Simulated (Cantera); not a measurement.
Input: 1 mol Al, 0.54 mol H2O, 300 mol H2, equilibrated at 7.50 Torr.

These are equilibrium values from Cantera (NASA tables, ideal gas, pure condensed phases), not measurements of a reactor. Candidate condensed phases: Al, Al2O3, H2O; 19 gas species. Mutual solubility and eutectic melting of coexisting phases are not modelled. Rates play no part.

x: gas mole fraction; n: condensed amount in mol.

| T (°C) | x H2 | x Al | x H | x Al2O | x AlH | x AlOH | x H2O | n Al(l) | n Al2O3(s) |
|---|---|---|---|---|---|---|---|---|---|
| 752 | 1.00 | 1.27e-8 | 4.36e-8 | 6.55e-10 | 2.29e-8 | <1e-12 | <1e-12 | 0.640 | 0.180 |
| 852 | 1.000 | 3.31e-7 | 4.44e-7 | 3.64e-8 | 2.80e-7 | 2.04e-11 | 1.55e-12 | 0.640 | 0.180 |
| 952 | 1.000 | [?] | [?] | [?] | [?] | 4.69e-10 | [?] | 0.637 | 0.180 |
| 1052 | 1.000 | 5.01e-5 | 1.64e-5 | 1.72e-5 | 1.31e-5 | 6.61e-9 | 2.50e-10 | 0.614 | 0.178 |
| 1152 | 0.999 | 0.000360 | 6.82e-5 | 0.000191 | 5.90e-5 | 6.37e-8 | 1.84e-9 | 0.438 | 0.161 |
| 1252 | 0.998 | [?] | [?] | 0.000688 | [?] | 3.70e-7 | [?] | 0 | 0.111 |
| 1352 | 0.997 | 0.00118 | 0.000705 | 0.000640 | 9.07e-5 | 1.28e-6 | 1.79e-7 | 0 | 0.116 |

Task: What belongs in the gaps?

Result: 
- 952, x Al: 5.02e-6
- 952, x H: 3.12e-6
- 952, x Al2O: 1.03e-6
- 952, x AlH: 2.25e-6
- 952, x H2O: 2.43e-11
- 1252, x Al: 0.00109
- 1252, x H: 0.000236
- 1252, x AlH: 0.000119
- 1252, x H2O: 1.54e-8
